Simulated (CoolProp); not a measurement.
Model: reference Helmholtz-energy equation of state, Wu 2011, in CoolProp.

Q: For dimethyl ether, give the phase and the Joule-Thomson coefficient (K/MPa), viscosity (µPa s) at 352.8 K and 1.18 MPa; 464.5 K and 0.0478 MPa; 242.2 K and 1.12 MPa.

A: 
- 352.8 K and 1.18 MPa: gas; Joule-Thomson coefficient 15.1, viscosity 11.1
- 464.5 K and 0.0478 MPa: gas; Joule-Thomson coefficient 5.78, viscosity 14.5
- 242.2 K and 1.12 MPa: liquid; Joule-Thomson coefficient -0.340, viscosity 225

Viscosity comes from a separate model (Meng 2012).
